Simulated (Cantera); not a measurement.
# Ignition delay

Mixture: CH₄ : O₂ : N₂ = 1 : 1.33 : 4.8 (molar parts), equivalence ratio 1.5, at 10.0 bar, adiabatic and at constant pressure. Ignition delay is the time to a rise of 400 K.

Detailed kinetics in Cantera: GRI-Mech 3.0 (53 species, 325 reactions).

```
T0 (K)  delay (ms)
------  ----------
1200          5.65
1250          3.09
1300          1.74
1350          1.00
1400         0.590
1450         0.354
1500         0.216
1550         0.135
1600        0.0852
1650        0.0550
```

The apparent activation energy between 1550 and 1650 K is 190 kJ/mol.
